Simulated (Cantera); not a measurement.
Charge: 1 mol B, 1.3 mol H2O, held at 53.0 Pa.

These are equilibrium values from Cantera (NASA tables, ideal gas, pure condensed phases), not measurements of a reactor. Candidate condensed phases: B, B2O3, B3O3H3, H2O; 23 gas species. The numbers say what is thermodynamically allowed, not how fast it happens.

### Question
At 1425 °C, list the 7 most abundant gas species with their mole fractions, and the condensed phases.

### Answer
H2 0.651, B2O3 0.139, HBO 0.0968, B2O2 0.0670, HBO2 0.0253, BO 0.0151, H 0.00507. Condensed: gas only.
